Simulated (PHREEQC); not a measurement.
Consider water at 25 °C with 0.021 mol Cu(NO3)2, 0.00062 mol H2SO4 and 0.02 mol KCl per kg of water. Closed to the air; pH follows from the charge balance.

Equilibrium calculation in PHREEQC: ion-association model, phreeqc.dat.

Each row changes one thing in this solution. Precipitation was switched off in this run.

| case | pH | ionic strength (mol/kgw) | Cu+2 (mol/kgw) | CuCl+ (mol/kgw) | SO4-2 (mol/kgw) | CuSO4 (mol/kgw) | SI of Sylvite (KCl) |
|---|---|---|---|---|---|---|---|
| as made | 2.99 | 0.0829 | 0.0203 | 0.000449 | 0.000348 | 0.000236 | -4.53 |
| H2SO4 from 0.00062 to 6.2e-05 mol/kgw | 3.98 | 0.0822 | 0.0205 | … | 3.54e-5 | 2.45e-5 | … |
| H2SO4 from 0.00062 to 0.0031 mol/kgw | 2.31 | 0.0864 | 0.0195 | 0.000428 | 0.00161 | 0.00103 | -4.53 |
| diluted 2-fold with water | 3.28 | 0.0417 | 0.0103 | 0.000137 | 0.000197 | 0.000100 | … |
| 0.00057 mol/kgw CO2 added | 2.99 | 0.0829 | 0.0203 | 0.000449 | 0.000348 | 0.000236 | -4.53 |
| temperature from 25 to 85 °C | 3.02 | … | 0.0173 | 0.00344 | 0.000307 | 0.000213 | -4.87 |

Q: Complete the blanks.

A: 
- H2SO4 from 0.00062 to 6.2e-05 mol/kgw, CuCl+ (mol/kgw): 0.000455
- H2SO4 from 0.00062 to 6.2e-05 mol/kgw, SI of Sylvite (KCl): -4.52
- diluted 2-fold with water, SI of Sylvite (KCl): -5.07
- temperature from 25 to 85 °C, ionic strength (mol/kgw): 0.0768

Away from 25 °C the constants follow the database's enthalpies or fits; those with neither stay at their 25 °C values.
